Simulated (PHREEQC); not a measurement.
# Mixed reagents with silver or lead bath: speciation

Solution A (0.014 mol CdSO4, 0.0035 mol KCl and 0.22 mol H2SO4 per kg of water) is mixed with solution B (0.00094 mol/kgw Ag2SO4 and 0.00012 mol/kgw KNO3) at 54 °C; shares are by mass of water, 1 kg in all. O2 is buffered at 0.21 atm. The system is closed to CO2. The run lets Cd(OH)2, CdOHCl, Cerargyrite, Ag2O, Ag2SO4 precipitate or redissolve, and no other solid.

The series has 21 steps of share of solution B, from 0 to 1.

Equilibrium calculation in PHREEQC: ion-association model, wateq4f.dat.

Which solids form, in which order, and at which step of the series does each first stand?

Cerargyrite from share of solution B = 0.05 (pH 0.77), last present at share of solution B = 0.95.

Between which two steps does the pH jump most, and from what to what?

Between share of solution B = 0.95 and 1: from 1.90 to 6.61.

At this temperature some constants are extrapolated from 25 °C, and those without enthalpy data are left unchanged.
